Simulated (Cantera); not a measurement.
A closed system holds: 1 mol SiCl₄, 0.16 mol HCl, 18 mol N₂, 0.033 mol Cl₂, equilibrated at 650 °C and 0.0450 bar.

Equilibrium computed with Cantera from the NASA thermochemical tables; the gas is ideal and each condensed phase is pure. Candidate condensed phases: NH₄Cl, Si, Si₃N₄; 28 gas species. The numbers say what is thermodynamically allowed, not how fast it happens.

Base state: N₂ 0.938, SiCl₄ 0.0521, HCl 0.00834, Cl₂ 0.00171, Cl 2.18e-5 (mole fractions); condensed: gas only.

Task: What changes in the equilibrium state with this change: temperature from 650 °C to 1250 °C?

Result: 
```csv
species,before,after
N₂,0.938,0.936
SiCl₄,0.0521,0.0511
HCl,0.00834,0.00832
Cl,2.18e-5,0.00401
Cl₂,0.00171,0.000156
SiCl₃,<1e-9,0.000817
SiCl₂,<1e-9,3.90e-5
```
The tables' values for SiCl₃ are old estimates; treat these amounts as uncertain.
